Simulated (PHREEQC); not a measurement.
A made-up water analysis in mg/L, 25 °C, pH 2.36, pe 11.6:

```tsv
constituent	mg/L
Na	156
K	10.5
Ca	649
Mg	134
Cl	117
S(6) as SO4	2670
O(0) (dissolved oxygen)	1.05
Br	1.36
Cd	28.2
N(5) as NO3	11.8
Zn	76.3
```

Valence states are taken as typed.

The numbers come from PHREEQC with the ion-association model, phreeqc.dat.

Each row changes one thing in this solution. This is a speciation only: nothing precipitates in the calculation.

```csv
case,ionic strength (mol/kgw),SO4-2 (mol/kgw),Ca+2 (mol/kgw),CaSO4 (mol/kgw),HSO4- (mol/kgw),Mg+2 (mol/kgw),SI of Gypsum (CaSO4:2H2O),SI of Halite (NaCl)
as made,0.0712,0.0158,0.0107,0.00531,0.00348,0.00331,+0.06,-6.43
temperature from 25 to 20 °C at the same typed pH,0.0723,0.0162,0.0108,0.00529,…,0.00344,+0.08,-6.42
S(6) from 2670 to 5340 mg/L,0.108,…,0.00853,0.00748,0.00722,0.00251,+0.21,-6.47
```

**Question.** Fill in the missing entries.

**Answer.** 
- temperature from 25 to 20 °C at the same typed pH, HSO4- (mol/kgw): 0.00322
- S(6) from 2670 to 5340 mg/L, SO4-2 (mol/kgw): 0.0364

Some of these states are supersaturated (in Gypsum, for instance).
